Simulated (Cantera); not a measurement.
Source: NASA polynomial tables (part measured, part estimated), evaluated in Cantera. Values are per mole of reaction as written; species without (g) are pure solids or liquids, kept so even where they would boil at 1 bar.

NO(g) + SiO(g) → Si(g) + NO2(g)

```csv
T (K),ΔH° (kJ),ΔS° (J/K),ΔG° (kJ),log10 K
948,(withheld),(withheld),(withheld),(withheld)
1048,495.5,-11.2,507.2,-25.28
1148,(withheld),(withheld),(withheld),(withheld)
1248,496.4,-10.4,509.4,-21.32
1348,496.8,-10.1,510.4,-19.78
1448,497.3,-9.7,511.4,-18.45
1548,497.8,-9.4,512.4,-17.29
1648,498.4,-9.1,513.3,-16.27
1748,498.9,-8.7,514.2,-15.37
1848,499.5,-8.4,515.1,-14.56
```

Problem. What belongs in the gaps?

Solution. 
- 948, ΔH° (kJ): 495.0
- 948, ΔS° (J/K): -11.7
- 948, ΔG° (kJ): 506.1
- 948, log10 K: -27.89
- 1148, ΔH° (kJ): 495.9
- 1148, ΔS° (J/K): -10.8
- 1148, ΔG° (kJ): 508.3
- 1148, log10 K: -23.13
